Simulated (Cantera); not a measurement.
Feed: 1 mol BN, 1.4 mol N₂, at 2123.15 K.

Cantera equilibrium calculation (NASA polynomials, part measured and part estimated; ideal gas, pure solids and liquids). Candidate condensed phases: B, BN; 5 gas species. The numbers say what is thermodynamically allowed, not how fast it happens.

x: gas mole fraction; n: condensed amount in mol.

| P (Pa) | x N₂ | x B | x BN | x B₂ | x N | n B(s) | n BN(s) |
|---|---|---|---|---|---|---|---|
| 1 | 0.908 | 0.0917 | 0.000224 | 2.30e-6 | [?] | 0.808 | 0 |
| 5.60 | 0.984 | 0.0164 | 9.83e-5 | 4.11e-7 | [?] | 0.968 | 0 |
| 32 | 0.997 | 0.00287 | 4.14e-5 | 7.19e-8 | [?] | 0.994 | 0 |
| 180 | 1.000 | 0.000310 | 1.06e-5 | 4.72e-9 | [?] | 0 | 1.000 |
| 1000 | 1.000 | 2.36e-5 | 1.91e-6 | 1.53e-10 | [?] | 0 | 1.000 |
| 5600 | 1.000 | 1.78e-6 | 3.42e-7 | 4.87e-12 | [?] | 0 | 1.000 |
| 32000 | 1.00 | 1.31e-7 | 5.98e-8 | <1e-12 | [?] | 0 | 1.00 |
| 180000 | 1.00 | 9.79e-9 | 1.06e-8 | <1e-12 | [?] | 0 | 1.00 |
| 1000000 | 1.00 | 7.48e-10 | 1.91e-9 | <1e-12 | [?] | 0 | 1.00 |

Problem. Complete the blanks.

Solution. 
- 1, x N: 1.45e-6
- 5.60, x N: 6.38e-7
- 32, x N: 2.69e-7
- 180, x N: 1.14e-7
- 1000, x N: 4.82e-8
- 5600, x N: 2.04e-8
- 32000, x N: 8.51e-9
- 180000, x N: 3.59e-9
- 1000000, x N: 1.52e-9
